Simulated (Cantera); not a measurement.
An adiabatic, constant-pressure homogeneous reactor starts with C3H8 : O2 : N2 = 1 : 2.27 : 8.55 (molar parts), equivalence ratio 2.2, at 1073 K and 1.00 bar.

Model: GRI-Mech 3.0 (53 species, 325 reactions), integrated in Cantera. GRI-Mech 3.0 was tuned for natural gas; its chemistry of propane as a main component is partial and can be far from experiment.

### Question
Predict: time of steepest temperature rise; temperature at 2.00 s; equilibrium temperature; x(O2) at 2.00 s; x(OH) at 2.00 s; x(CO) at 2.00 s.

### Answer
```
Quantity                                                             Value
---------------------------------  ---------------------------------------
time of steepest temperature rise                                  0.107 s
temperature at 2.00 s                                               2128 K
equilibrium temperature                                             2128 K
x(O2) at 2.00 s                    1.17e-7 (gas-phase equilibrium 1.17e-7)
x(OH) at 2.00 s                    9.18e-5 (gas-phase equilibrium 9.18e-5)
x(CO) at 2.00 s                        0.176 (gas-phase equilibrium 0.176)
```
